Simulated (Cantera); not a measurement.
Mixture: 9.75 % CH4, 1.75 % C2H6, 0.283 % C3H8, 23.9 % O2, 64.3 % N2, at 21.0 bar, adiabatic and at constant volume. Ignition delay is the time to a rise of 400 K.

Computed with Cantera and GRI-Mech 3.0 (53 species, 325 reactions). The pressure lies above the range GRI-Mech 3.0 was tuned for (to about 10 atm).

Predict: delay at 1050 K; delay at 1200 K; delay at 1350 K; delay at 1500 K; delay at 1650 K; apparent activation energy between 1575 and 1725 K.


```json
{
  "delay at 1050 K": "3.63 ms",
  "delay at 1200 K": "0.345 ms",
  "delay at 1350 K": "58.7 µs",
  "delay at 1500 K": "14.7 µs",
  "delay at 1650 K": "4.73 µs",
  "apparent activation energy between 1575 and 1725 K": "150 kJ/mol"
}
```
